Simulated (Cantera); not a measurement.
Input: 1 mol Si, a varied amount of Cl2, 1 mol H2, equilibrated at 1148.15 K and 150000 Pa.

Equilibrium computed with Cantera from the NASA thermochemical tables; the gas is ideal and each condensed phase is pure. Candidate condensed phases: Si; 19 gas species. Rates play no part.

Problem. What share of the Si ends up in condensed phases as a function of n(Cl2) (mol), at 0.5, 0.74, 0.97, 1.2, 1.4, 1.7, 1.9, 2.2, 2.4, 2.6?

Solution. 
```
n(Cl2) (mol)  Si condensed (%)     as
------------  ----------------  -----
0.5                       73.2  Si(s)
0.74                      60.5  Si(s)
0.97                      48.3  Si(s)
1.2                       36.2  Si(s)
1.4                       25.7  Si(s)
1.7                       10.0  Si(s)
1.9                        0.0      -
2.2                        0.0      -
2.4                        0.0      -
2.6                        0.0      -
```
